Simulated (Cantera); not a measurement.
A closed system holds: 1 mol SiC, 0.032 mol N₂O, 59 mol H₂, 0.051 mol CO₂, at 1025 °C and 100000 Pa.

Equilibrium computed with Cantera from the NASA thermochemical tables; the gas is ideal and each condensed phase is pure. Candidate condensed phases: C, C₆H₆, C₇H₈, C₈H₁₈, H₂O, Si, SiC, SiO₂, Si₂N₂O, Si₃N₄; 151 gas species. Mutual solubility and eutectic melting of coexisting phases are not modelled. The tables hold silica as quartz up to 1696 K and as liquid above; real silica turns to tridymite and cristobalite and melts near 1996 K. The numbers say what is thermodynamically allowed, not how fast it happens.

Base state: H₂ 0.997, CH₄ 0.00266, CO 0.000104 (mole fractions); condensed: SiC(s) + SiO₂(β-quartz) + Si₂N₂O(s).

### Question
What changes in the equilibrium state with this change: temperature from 1025 °C to 1852 °C?

### Answer
```json
[
 {"species": "H₂", "before": "0.997", "after": "0.993"},
 {"species": "H", "before": "1.07e-6", "after": "0.00362"},
 {"species": "CO", "before": "0.000104", "after": "0.00156"},
 {"species": "CH₄", "before": "0.00266", "after": "5.09e-5"},
 {"species": "SiO", "before": "6.77e-7", "after": "0.000696"},
 {"species": "SiH₂", "before": "<1e-9", "after": "0.000105"},
 {"species": "Si", "before": "<1e-9", "after": "8.87e-5"},
 {"species": "SiC(s), mol", "before": "0.888", "after": "0.944"},
 {"species": "SiO₂(β-quartz), mol", "before": "0.0478", "after": "0"},
 {"species": "Si₂N₂O(s), mol", "before": "0.0320", "after": "0"}
]
```
Gases not in the tables: Si₂H₆ and higher silanes.

### Question
What changes in the equilibrium state with this change: pressure from 100000 Pa to 1100 Pa?

### Answer
```csv
species,before,after
H₂,0.997,0.998
CO,0.000104,0.00178
N₂,2.33e-7,7.47e-5
CH₄,0.00266,2.56e-5
SiO,6.77e-7,1.52e-5
H,1.07e-6,1.02e-5
"SiC(s), mol",0.888,0.944
"SiO₂(β-quartz), mol",0.0478,0
"Si₂N₂O(s), mol",0.0320,0.0276
```

### Question
What changes in the equilibrium state with this change: CO₂ from 0.051 to 0.81 mol?

### Answer
```json
[
 {"species": "H₂", "before": "0.997", "after": "0.992"},
 {"species": "CH₄", "before": "0.00266", "after": "0.00783"},
 {"species": "CO", "before": "0.000104", "after": "0.000534"},
 {"species": "SiC(s), mol", "before": "0.888", "after": "0.142"},
 {"species": "SiO₂(β-quartz), mol", "before": "0.0478", "after": "0.794"},
 {"species": "Si₂N₂O(s), mol", "before": "0.0320", "after": "0.0319"},
 {"species": "C(graphite), mol", "before": "0", "after": "1.18"}
]
```
